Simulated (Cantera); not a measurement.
A perfectly stirred reactor is fed with C3H8 : H2 = 1 : 5.6 (molar parts), at 0.133 bar; it is held at 1200 K, and followed from long to short residence time.

Cantera simulation using GRI-Mech 3.0 (53 species, 325 reactions); the numbers are that mechanism's predictions, not measurements. GRI-Mech 3.0 was tuned for natural gas; its chemistry of propane as a main component is partial and can be far from experiment. GRI-Mech 3.0 stops at C3 and has no aromatics, soot or wall deposition, so with more carbon than oxygen in the feed, carbon stays in small species such as C2H2 where larger ones or solid carbon would form.

Question: Predict: x(C3H8) at τ = 12.0 s; x(H2) at τ = 12.0 s; x(CH4) at τ = 12.0 s; x(CH3) at τ = 12.0 s; x(H) at τ = 12.0 s; x(C3H8) at τ = 43.0 ms; x(H2) at τ = 43.0 ms; x(CH4) at τ = 43.0 ms; x(CH3) at τ = 43.0 ms; x(H) at τ = 43.0 ms.

Answer: 
```json
{
 "x(C3H8) at τ = 12.0 s": "0.000355",
 "x(H2) at τ = 12.0 s": "0.728",
 "x(CH4) at τ = 12.0 s": "0.161",
 "x(CH3) at τ = 12.0 s": "1.68e-5",
 "x(H) at τ = 12.0 s": "3.91e-6",
 "x(C3H8) at τ = 43.0 ms": "0.0220",
 "x(H2) at τ = 43.0 ms": "0.754",
 "x(CH4) at τ = 43.0 ms": "0.112",
 "x(CH3) at τ = 43.0 ms": "0.000117",
 "x(H) at τ = 43.0 ms": "1.68e-5"
}
```
